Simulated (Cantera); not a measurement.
A closed system holds: 1 mol c-C₄F₈, 11 mol H₂, at 1798 K and 13.3 mbar.

These are equilibrium values from Cantera (NASA tables, ideal gas, pure condensed phases), not measurements of a reactor. Candidate condensed phases: C, C₆H₆, C₇H₈, C₈H₁₈; 95 gas species. The feed counts by its element totals alone. Equilibrium is a limit: real reactors are often held back by kinetics, nucleation or transport.

Base state: HF 0.533, H₂ 0.465, H 0.00208, C₂H₂ (acetylene) 8.02e-5 (mole fractions); condensed: C(graphite).

Q: What changes in the equilibrium state with this change: H₂ from 11 to 1.5 mol?

A: 
```json
[
 {"species": "HF", "before": "0.533", "after": "0.702"},
 {"species": "CF₄", "before": "<1e-9", "after": "0.287"},
 {"species": "CF₂", "before": "<1e-9", "after": "0.00800"},
 {"species": "H₂", "before": "0.465", "after": "2.03e-8"},
 {"species": "CF₃", "before": "<1e-9", "after": "0.000732"},
 {"species": "C₂H₂ (acetylene)", "before": "8.02e-5", "after": "<1e-9"},
 {"species": "F", "before": "3.93e-7", "after": "0.00248"},
 {"species": "H", "before": "0.00208", "after": "4.35e-7"},
 {"species": "C(graphite), mol", "before": "4.00", "after": "2.73"}
]
```
Gases not in the tables: C₂F₆ and larger saturated fluorocarbons.
